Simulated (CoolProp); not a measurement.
Vapour pressure (MPa) of tetrahydrofuran: the reference equation beside estimates from Tc = 540.2 K, pc = 5.304 MPa, ω = 0.234.

Values from CoolProp's reference Helmholtz-energy equation of state, Fiedler 2023.

| T (K) | reference | Lee-Kesler | Redlich-Kwong | Soave-Redlich-Kwong |
|---|---|---|---|---|
| 304.4 | 0.02827 | 0.02698 | 0.05442 | 0.02735 |
| 319.9 | 0.05208 | 0.05026 | 0.09452 | 0.05071 |
| 335.3 | 0.08951 | 0.08734 | 0.1537 | 0.08777 |
| 350.8 | 0.1460 | 0.1439 | 0.2380 | 0.1442 |
| 366.2 | 0.2265 | 0.2252 | 0.3517 | 0.2252 |
| 381.7 | 0.3383 | 0.3388 | 0.5017 | 0.3386 |
| 397.2 | 0.4878 | 0.4913 | 0.6931 | 0.4913 |
| 412.6 | 0.6811 | 0.6888 | 0.9295 | 0.6900 |
| 428.1 | 0.9284 | 0.9415 | 1.219 | 0.9455 |
| 443.5 | 1.235 | 1.254 | 1.564 | 1.263 |

Absolute difference from the reference over all 10 rows, mean and median: Lee-Kesler 1.7 and 1.4 %, Redlich-Kwong 54.9 and 51.8 %, Soave-Redlich-Kwong 1.6 and 1.6 %.
